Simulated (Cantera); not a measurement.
Feed: 1 mol SiC, 0.0011 mol H2O, 1.2 mol N2, at 1150 °C and 0.100 bar.

Equilibrium computed with Cantera from the NASA thermochemical tables; the gas is ideal and each condensed phase is pure. Candidate condensed phases: C, C6H6, C7H8, C8H18, H2O, Si, SiC, SiO2, Si2N2O, Si3N4; 151 gas species. N2 is the only nitrogen source here; it is nearly inert below about 1500 K, so the nitride shown seldom forms there in practice. Mutual solubility and eutectic melting of coexisting phases are not modelled. Equilibrium is a limit: real reactors are often held back by kinetics, nucleation or transport.

Question: What is the equilibrium state?

Answer: 
```
Property                               Result
--------------------------------  -----------
x(N2)                                   0.998
x(H2)                                 0.00204
x(CO)                                 9.98e-5
x(HCN)                                2.69e-5
n(C(graphite))                      1.000 mol
n(Si2N2O(s))                      0.00105 mol
n(Si3N4(s))                         0.333 mol
gas amount                         0.5348 mol
log10 activity of Si(s) (absent)        -2.68
```
